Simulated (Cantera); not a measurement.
A perfectly stirred reactor is fed with CH₃OH : O₂ : N₂ : H₂O = 1 : 2.05 : 7.73 : 0.24 (molar parts), equivalence ratio 0.73, at 760 Torr; it is adiabatic with a 323 K inlet, and is followed from long to short residence time, starting on the burning branch (τ in s: 0.021, 0.01, 0.0049, 0.0024, 0.0012, 0.00056, 0.00027, 0.00013, 6.5e-05, 3.1e-05).

Model: GRI-Mech 3.0 (53 species, 325 reactions), integrated in Cantera. GRI-Mech 3.0 was tuned for natural gas; its chemistry of methanol as a main component is partial and can be far from experiment.

Problem. Predict: blow-out, bracketed by the residence times tried; x(CH₃OH) at τ = 21.0 ms; x(O₂) at τ = 21.0 ms; x(H₂O) at τ = 21.0 ms; x(CH₃OH) at τ = 0.560 ms; x(O₂) at τ = 0.560 ms; x(H₂O) at τ = 0.560 ms; x(C₂H₄) at τ = 0.560 ms.

Solution. 
```json
{
 "blow_out_bracketed_by_the_residence_times_tried": "burning at 0.270 ms, out at 0.130 ms",
 "x(CH₃OH) at τ = 21.0 ms": "7.28e-6",
 "x(O₂) at τ = 21.0 ms": "0.0481",
 "x(H₂O) at τ = 21.0 ms": "0.191",
 "x(CH₃OH) at τ = 0.560 ms": "9.36e-5",
 "x(O₂) at τ = 0.560 ms": "0.0544",
 "x(H₂O) at τ = 0.560 ms": "0.183",
 "x(C₂H₄) at τ = 0.560 ms": "1.36e-9"
}
```
